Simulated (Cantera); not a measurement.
Feed: 1 mol BN, a varied amount of NF3, held at 850 K and 0.00133 bar.

Equilibrium computed with Cantera from the NASA thermochemical tables; the gas is ideal and each condensed phase is pure. Candidate condensed phases: B, BN; 13 gas species. Rates play no part.

x: gas mole fraction; n: condensed amount in mol.

```json
[
 {"n(NF3) (mol)": "0.86", "x BF3": "0.500", "x N2": "0.500", "x F2": "<1e-12", "x F": "<1e-12", "x NF3": "<1e-12", "x NF2": "<1e-12", "n BN(s)": "0.140"},
 {"n(NF3) (mol)": "1.2", "x BF3": "0.393", "x N2": "0.432", "x F2": "0.0601", "x F": "0.115", "x NF3": "8.26e-5", "x NF2": "2.83e-8", "n BN(s)": "0"},
 {"n(NF3) (mol)": "1.6", "x BF3": "0.283", "x N2": "0.368", "x F2": "0.160", "x F": "0.188", "x NF3": "0.000332", "x NF2": "6.98e-8", "n BN(s)": "0"},
 {"n(NF3) (mol)": "1.9", "x BF3": "0.235", "x N2": "0.341", "x F2": "0.209", "x F": "0.215", "x NF3": "0.000476", "x NF2": "8.76e-8", "n BN(s)": "0"},
 {"n(NF3) (mol)": "2.3", "x BF3": "___", "x N2": "0.316", "x F2": "___", "x F": "0.237", "x NF3": "___", "x NF2": "1.03e-7", "n BN(s)": "0"},
 {"n(NF3) (mol)": "2.6", "x BF3": "0.169", "x N2": "0.303", "x F2": "0.279", "x F": "0.248", "x NF3": "0.000693", "x NF2": "1.10e-7", "n BN(s)": "0"},
 {"n(NF3) (mol)": "3", "x BF3": "___", "x N2": "0.290", "x F2": "0.305", "x F": "0.259", "x NF3": "0.000773", "x NF2": "1.18e-7", "n BN(s)": "0"},
 {"n(NF3) (mol)": "3.4", "x BF3": "0.128", "x N2": "0.280", "x F2": "0.324", "x F": "0.267", "x NF3": "0.000833", "x NF2": "1.23e-7", "n BN(s)": "0"},
 {"n(NF3) (mol)": "3.7", "x BF3": "0.117", "x N2": "0.274", "x F2": "0.336", "x F": "0.272", "x NF3": "0.000869", "x NF2": "1.26e-7", "n BN(s)": "0"},
 {"n(NF3) (mol)": "4.1", "x BF3": "0.105", "x N2": "0.268", "x F2": "0.349", "x F": "0.277", "x NF3": "0.000909", "x NF2": "1.29e-7", "n BN(s)": "0"}
]
```

Fill in the missing entries.


- 3, x BF3: 0.145
- 2.3, x BF3: 0.192
- 2.3, x F2: 0.255
- 2.3, x NF3: 0.000616
